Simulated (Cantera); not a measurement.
Source: NASA polynomial tables (part measured, part estimated), evaluated in Cantera. Values are per mole of reaction as written; species without (g) are pure solids or liquids, kept so even where they would boil at 1 bar.

12 Cu + 3 H2O2(g) + N2(g) ⇌ 6 Cu2O + 2 NH3(g), with ΔH° = -707.2 kJ and ΔS° = -353.2 J/K at 300 K.

How far is the shortcut ΔG° ≈ ΔH°(300 K) − T·ΔS°(300 K) from the full temperature-dependent value at 2500, 2575, 2650, 2725, 2800, 2875 K?


```
T (K)  shortcut (kJ)  full (kJ)  difference (kJ)  difference in log10 K  condensed phases
-----  -------------  ---------  ---------------  ---------------------  ----------------
2500           175.8      -33.5            209.2                  -4.37    Cu(l), Cu2O(l)
2575           202.2      -24.2            226.4                  -4.59    Cu(l), Cu2O(l)
2650           228.7      -15.1            243.9                  -4.81    Cu(l), Cu2O(l)
2725           255.2       -6.2            261.5                  -5.01    Cu(l), Cu2O(l)
2800           281.7        2.4            279.3                  -5.21    Cu(l), Cu2O(l)
2875           308.2       10.9            297.3                  -5.40    Cu(l), Cu2O(l)
```
The shortcut ignores heat capacities and the phase changes listed.
